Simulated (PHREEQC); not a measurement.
Model water analysis in mg/L, 20 °C, pH 3.09, pe 11.2: Na 198; K 214; Ca 345; Mg 183; Cl 483; S(6) as SO4 1850; Br 32.7; Fe(3) 80.4; Mn(2) 0.326; F 5.7; Zn 2.26; Ni 13.6.

Valence states are taken as typed.

Model: ion-association model, wateq4f.dat, run in PHREEQC.

Each row changes one thing in this solution. Precipitation was switched off in this run.

| case | ionic strength (mol/kgw) | FeSO4+ (mol/kgw) | FeOH+2 (mol/kgw) | Fe(SO4)2- (mol/kgw) | Fe+3 (mol/kgw) | Fe(OH)2+ (mol/kgw) | SI of Gypsum (CaSO4:2H2O) | SI of Fe(OH)3(a) (Fe(OH)3) |
|---|---|---|---|---|---|---|---|---|
| as made | 0.0633 | 0.000809 | 0.000171 | 9.24e-5 | 5.75e-5 | 3.06e-5 | -0.27 | -0.52 |
| Cl from 483 to 966 mg/L | 0.0710 | (withheld) | 0.000175 | 8.91e-5 | 5.99e-5 | 3.06e-5 | (withheld) | -0.52 |
| Fe(3) from 80.4 to 161 mg/L | (withheld) | 0.00173 | 0.000394 | (withheld) | 0.000133 | 7.04e-5 | (withheld) | -0.16 |

### Question
Complete the blanks.

### Answer

- Cl from 483 to 966 mg/L, FeSO4+ (mol/kgw): 0.000794
- Cl from 483 to 966 mg/L, SI of Gypsum (CaSO4:2H2O): -0.28
- Fe(3) from 80.4 to 161 mg/L, ionic strength (mol/kgw): 0.0639
- Fe(3) from 80.4 to 161 mg/L, Fe(SO4)2- (mol/kgw): 0.000185
- Fe(3) from 80.4 to 161 mg/L, SI of Gypsum (CaSO4:2H2O): -0.29

Species that the database lacks are ignored. Some of these states are supersaturated (in Jarosite-K, Jarosite-Na, for instance). Fluoro complexes past AlF4- and FeF3 are missing from the database.
